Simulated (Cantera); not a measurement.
Input: 1 mol Fe3O4, 2700 mol H2, 0.13 mol H2O, held at 1275 °C and 71.0 Pa.

Cantera equilibrium calculation (NASA polynomials, part measured and part estimated; ideal gas, pure solids and liquids). Candidate condensed phases: Fe, FeO, Fe(OH)2, Fe(OH)3, Fe2O3, Fe3O4, H2O; 12 gas species. Kinetics and transport are ignored.

### Question
What is the equilibrium state?

### Answer
```json
{
 "x(H2)": "0.997",
 "x(H2O)": "0.00153",
 "x(H)": "0.00115",
 "x(Fe)": "0.000567",
 "n(Fe(γ))": "1.47 mol",
 "gas_amount": "2703 mol"
}
```
